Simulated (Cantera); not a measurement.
Mixture: 8.02 % CH4, 19.3 % O2, 72.7 % N2, equivalence ratio 0.83, at 435 Torr, adiabatic and at constant pressure. Ignition delay is the time to a rise of 400 K.

Detailed kinetics in Cantera: GRI-Mech 3.0 (53 species, 325 reactions).

Task: Predict: delay at 1125 K; delay at 1225 K; delay at 1325 K; delay at 1425 K; delay at 1525 K; apparent activation energy between 1475 and 1575 K.

Result: 
```json
{
 "delay at 1125 K": "0.206 s",
 "delay at 1225 K": "45.3 ms",
 "delay at 1325 K": "11.7 ms",
 "delay at 1425 K": "3.59 ms",
 "delay at 1525 K": "1.32 ms",
 "apparent activation energy between 1475 and 1575 K": "180 kJ/mol"
}
```
